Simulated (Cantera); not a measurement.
Input: 1 mol C2H2, 43 mol H2, held at 600 K and 3.20 bar.

Method: chemical equilibrium by Gibbs-energy minimisation in Cantera with the NASA 1993 tables (ideal gas, pure condensed phases). Candidate condensed phases: C, C6H6, C7H8, C8H18; 76 gas species. Equilibrium is a limit: real reactors are often held back by kinetics, nucleation or transport.

Task: What is the equilibrium state?

Result: x(H2): 0.952
x(CH4): 0.0476
gas amount: 42.00 mol
log10 activity of C(graphite) (absent): -3.76
